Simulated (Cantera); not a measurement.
Catalytic combustion on Pt

An isothermal plug-flow reactor at 950 K and 165 Torr (inlet), inlet velocity 0.086 m/s, active area per volume 1400 1/m; feed 0.816 % CH₄, 12.1 % O₂, 87.1 % N₂.

Detailed kinetics in Cantera: Deutschmann's 1995 Pt surface mechanism with GRI-Mech 3.0 gas chemistry. Catalytic surfaces can have several steady states; this one follows from the mechanism file's or the stated starting coverage. Mass transfer to the wall is taken as infinitely fast.

| z (m) | x CH₄ | x O₂ | x H₂O | x CO₂ | x CO | θ free Pt | θ O* | θ OH* |
|---|---|---|---|---|---|---|---|---|
| 0.00083 | 0.00277 | 0.110 | 0.0108 | 0.00538 | 1.28e-6 | 0.214 | 0.785 | 0.00108 |
| 0.0016 | 0.000996 | 0.107 | 0.0143 | 0.00715 | 4.63e-7 | 0.215 | 0.784 | 0.00125 |
| 0.0031 | 0.000133 | 0.105 | 0.0160 | 0.00802 | 6.19e-8 | 0.216 | 0.783 | 0.00132 |
| 0.006 | 2.66e-6 | 0.105 | 0.0163 | 0.00815 | 1.41e-9 | 0.216 | 0.783 | 0.00133 |
| 0.012 | 1.41e-9 | 0.105 | 0.0163 | 0.00815 | 1.35e-10 | 0.216 | 0.783 | 0.00133 |
| 0.022 | <1e-12 | 0.105 | 0.0163 | 0.00815 | 1.06e-10 | 0.216 | 0.783 | 0.00133 |
| 0.043 | <1e-12 | 0.105 | 0.0163 | 0.00815 | 6.63e-11 | 0.216 | 0.783 | 0.00133 |
| 0.083 | <1e-12 | 0.105 | 0.0163 | 0.00815 | 3.32e-11 | 0.216 | 0.783 | 0.00133 |
x: gas mole fraction; θ: surface coverage.
